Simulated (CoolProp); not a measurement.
Properties of ethylbenzene at several states.

Computed with CoolProp (reference Helmholtz-energy equation of state, Zhou 2012).

```csv
T (K),p (MPa),phase,cp (kJ/(kg K)),Joule-Thomson coefficient (K/MPa),isothermal compressibility (1/MPa),conductivity (mW/(m K))
263,0.0155,liquid,1.642,-0.5077,0.0006877,137
429,0.231,liquid,2.217,-0.2420,0.002588,98.1
216.9,0.21,liquid,1.535,-0.5539,0.0005159,148
375.5,0.0396,liquid,2.015,-0.3475,0.001577,109
```

Thermal conductivity comes from a separate model (Mylona 2014).
